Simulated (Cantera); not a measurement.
Feed: 1 mol Fe₃O₄, 0.064 mol HCl, 1.8 mol O₂, at 10.0 mbar.

These are equilibrium values from Cantera (NASA tables, ideal gas, pure condensed phases), not measurements of a reactor. Candidate condensed phases: Fe, FeCl₂, FeCl₃, FeO, Fe(OH)₂, Fe(OH)₃, Fe₂O₃, Fe₃O₄, H₂O; 22 gas species. Equilibrium is a limit: real reactors are often held back by kinetics, nucleation or transport.

### Question
At 925 °C, list the 6 most abundant gas species with their mole fractions, and the condensed phases.

### Answer
O₂ 0.959, HCl 0.0317, H₂O 0.00397, Cl₂ 0.00259, Cl 0.00235, FeCl₂ 0.000165. Condensed: Fe₂O₃(s).
